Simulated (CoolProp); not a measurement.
The fluid at 501.03 K and 5.23 MPa expands adiabatically to 0.965 MPa with isentropic efficiency 0.85. The same conditions are run with several fluids, on thermodynamics alone (safety and materials aside).

Model: reference Helmholtz-energy equation of state of each fluid (neopentane: Lemmon 2006; propane: Lemmon 2009; sulfur hexafluoride: Guder 2009; ethane: Bücker 2006; cis-2-butene: Lemmon 2005), in CoolProp.

```tsv
fluid	work (kJ/kg)	final temperature (K)	final density (kg/m³)
neopentane	59.2	___	20.9
propane	114	___	___
sulfur hexafluoride	___	448.4	38.8
ethane	172	418.6	8.54
cis-2-butene	79.3	429.7	16.6
```

Complete the blanks.


- neopentane, final temperature (K): 445.5
- propane, final temperature (K): 436.0
- propane, final density (kg/m³): 12.3
- sulfur hexafluoride, work (kJ/kg): 36.5
